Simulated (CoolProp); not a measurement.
Saturation properties of c-C4F8 (RC318).

The numbers come from the reference Helmholtz-energy equation of state, Platzer 1990 in CoolProp. This equation is an older, rougher fit; its heat capacities, sound speeds and derivatives of the liquid may be far off and weren't checked against measurements.

| T (K) | p (MPa) | liquid density (kg/m³) | enthalpy of vaporisation (kJ/kg) | surface tension (mN/m) | liquid viscosity (µPa s) |
|---|---|---|---|---|---|
| 283 | 0.1868 | 1557 | 110.7 | 9.93 | 454 |
| 293.4 | 0.2677 | 1517 | 106.3 | 8.72 | 389 |
| 303.9 | 0.3741 | 1475 | 101.6 | 7.53 | 333 |
| 314.3 | 0.5081 | 1430 | 96.53 | 6.39 | 286 |
| 324.7 | 0.6754 | 1382 | 90.96 | 5.29 | 246 |
| 335.2 | 0.8828 | 1330 | 84.72 | 4.22 | 211 |
| 345.6 | 1.132 | 1272 | 77.72 | 3.22 | 179 |
| 356.1 | 1.434 | 1205 | 69.49 | 2.26 | 151 |
| 366.5 | 1.790 | 1124 | 59.52 | 1.39 | 124 |

It boils at 267.2 K under 1 atm.

Viscosity comes from a separate model (Huber 2003), an estimate that may be off by 10 % or more. Surface tension comes from a separate correlation (Mulero 2012).
